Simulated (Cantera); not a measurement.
Cantera with NASA thermochemical tables; ideal gases at 1 bar, condensed phases pure. Values are per mole of reaction as written; species without (g) are pure solids or liquids, kept so even where they would boil at 1 bar.

### Question
Between 375 and 875 K, where is each reaction favourable under standard conditions?
- H₂O(g) + V₂O₄ ⇌ 2 OH(g) + V₂O₃

### Answer
- H₂O(g) + V₂O₄ ⇌ 2 OH(g) + V₂O₃: ΔG° is 465 kJ at 375 K and 389 kJ at 875 K; it stays positive (K < 1). ΔH° is 522 kJ and ΔS° 152 J/K at 875 K.
